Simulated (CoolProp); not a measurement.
The fluid at 298.15 K and 0.14 MPa flows at 6 m/s in a round tube of 25 mm bore and 45 µm roughness, fully developed (64/Re and Nu = 3.66 if laminar; Colebrook and Gnielinski if turbulent). The same conditions are run with several fluids, on thermodynamics alone (safety and materials aside).

Computed with CoolProp (reference Helmholtz-energy equation of state of each fluid (C2F6 (R116): Lemmon 2006; R125: Lemmon 2005; ammonia: Gao 2020; R236FA: Pan 2012; R227EA: Lemmon 2016)).

```json
[
 {"fluid": "C2F6 (R116)", "Reynolds number": "84100", "Darcy friction factor": "0.0249", "pressure drop (Pa/m)": "142", "heat-transfer coefficient (W/(m² K))": "130", "mass flow (kg/h)": "83.9"},
 {"fluid": "R125", "Reynolds number": "[?]", "Darcy friction factor": "[?]", "pressure drop (Pa/m)": "124", "heat-transfer coefficient (W/(m² K))": "118", "mass flow (kg/h)": "73.4"},
 {"fluid": "ammonia", "Reynolds number": "[?]", "Darcy friction factor": "0.0311", "pressure drop (Pa/m)": "[?]", "heat-transfer coefficient (W/(m² K))": "49.6", "mass flow (kg/h)": "[?]"},
 {"fluid": "R236FA", "Reynolds number": "124000", "Darcy friction factor": "0.0243", "pressure drop (Pa/m)": "157", "heat-transfer coefficient (W/(m² K))": "158", "mass flow (kg/h)": "95.4"},
 {"fluid": "R227EA", "Reynolds number": "[?]", "Darcy friction factor": "0.0242", "pressure drop (Pa/m)": "174", "heat-transfer coefficient (W/(m² K))": "172", "mass flow (kg/h)": "106"}
]
```

Problem. Complete the blanks.

Solution. 
- R125, Reynolds number: 80100
- R125, Darcy friction factor: 0.0250
- ammonia, Reynolds number: 14500
- ammonia, pressure drop (Pa/m): 21.9
- ammonia, mass flow (kg/h): 10.3
- R227EA, Reynolds number: 130000

Transport values come from each fluid's own correlations; those of C2F6 (R116), R236FA, R227EA are estimates that may be off by 10 % or more.
